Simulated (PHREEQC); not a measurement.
Dissolve 160 mmol/kgw CdSO4, 80 mmol/kgw NaCl and 0.61 mmol/kgw FeSO4 at 25 °C. Closed to the air; pH follows from the charge balance.

All values are PHREEQC results (ion-association model, phreeqc.dat), not measurements.

| quantity | before | after |
|---|---|---|
| pH | 5.68 | 6.53 |
| ionic strength (mol/kgw) | 0.333 | 0.0822 |
| SO4-2 (mol/kgw) | 0.0563 | 0.000519 |
| Cl- (mol/kgw) | 0.0348 | 0.0800 |
| HSO4- (mol/kgw) | 3.79e-6 | 7.56e-9 |

Task: Name the change that produced these shifts.
A. CdSO4 left out
B. NaCl replaced by FeCl3 at the same molality
C. temperature from 25 to 50 °C
D. diluted 2-fold with water
E. FeSO4 left out

Result: A, CdSO4 left out

No solid was allowed to form.
